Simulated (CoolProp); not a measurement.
Vapour-liquid equilibrium of n-octane (1) + o-xylene (2) at 0.295 MPa; x and y are mole fractions of (1).

Model: multi-fluid Helmholtz-energy mixture model, Beckmüller 2019 and Zhou 2012; pair parameters Bell 2016, in CoolProp.

Question: Give the bubble temperature and the first vapour's composition at x = 0.05, 0.2, 0.5. Is there an azeotrope?

Answer: x = 0.05: 461.5 K, y = 0.076; x = 0.2: 457.5 K, y = 0.277; x = 0.5: 450.8 K, y = 0.597. No azeotrope shows between x = 0.05 and 0.95.

Pair parameters are fitted to limited data, so mixtures are less certain than the pure fluids.
